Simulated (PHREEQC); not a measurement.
Model water analysis in mmol/kgw, 25 °C, pH 3.08, pe 11.7: Na 8.2; K 3.81; Ca 0.918; Mg 1.96; Cl 2.63; S(6) 9.16; Fe(3) 0.717; Li 0.555.

Valence states are taken as typed.

Model: ion-association model, phreeqc.dat, run in PHREEQC.

Precipitation was switched off in this run.

### Question
Predict the ionic strength, charge-balance error.

### Answer
ionic strength 0.0271 mol/kgw; charge-balance error 1.8 %.

### Question
In which forms is K present?

### Answer
K+ 97 %, KSO4- 2.6 % of the K.

Examples of supersaturated solids here: Jarosite-K, Hematite (slow to form). Others may be too. Complexes and solids missing from the database can't appear.
